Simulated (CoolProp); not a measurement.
A single-stage vapour-compression cycle with R507A: evaporating at 238.15 K (dew point), condensing at 299.15 K (bubble point), superheat 2 K, subcooling 2 K, compressor efficiency 0.85, no pressure losses. Each further row changes one setting.

Values from CoolProp's reference Helmholtz-energy equation of state, Lemmon 2003. It is a pseudo-pure fit of the blend.

```json
[
 {"case": "as stated", "cooling COP": "2.30", "pressure ratio": "7.63", "discharge temperature (K)": "315.7", "refrigerating effect (kJ/kg)": "110", "volumetric capacity (kJ/m³)": "1010"},
 {"case": "evaporating temperature 243.15 K", "cooling COP": "2.64", "pressure ratio": "?", "discharge temperature (K)": "313.9", "refrigerating effect (kJ/kg)": "113", "volumetric capacity (kJ/m³)": "1260"},
 {"case": "condensing temperature 294.15 K", "cooling COP": "2.64", "pressure ratio": "?", "discharge temperature (K)": "?", "refrigerating effect (kJ/kg)": "117", "volumetric capacity (kJ/m³)": "1070"},
 {"case": "subcooling 7 K", "cooling COP": "2.46", "pressure ratio": "7.63", "discharge temperature (K)": "315.7", "refrigerating effect (kJ/kg)": "117", "volumetric capacity (kJ/m³)": "1070"},
 {"case": "superheat 12 K", "cooling COP": "?", "pressure ratio": "7.63", "discharge temperature (K)": "325.7", "refrigerating effect (kJ/kg)": "?", "volumetric capacity (kJ/m³)": "?"},
 {"case": "compressor efficiency 0.75", "cooling COP": "?", "pressure ratio": "7.63", "discharge temperature (K)": "?", "refrigerating effect (kJ/kg)": "110", "volumetric capacity (kJ/m³)": "1010"}
]
```

Q: Fill in the missing entries.

A: 
- evaporating temperature 243.15 K, pressure ratio: 6.19
- condensing temperature 294.15 K, pressure ratio: 6.68
- condensing temperature 294.15 K, discharge temperature (K): 310.1
- superheat 12 K, cooling COP: 2.34
- superheat 12 K, refrigerating effect (kJ/kg): 118
- superheat 12 K, volumetric capacity (kJ/m³): 1030
- compressor efficiency 0.75, cooling COP: 2.03
- compressor efficiency 0.75, discharge temperature (K): 321.5
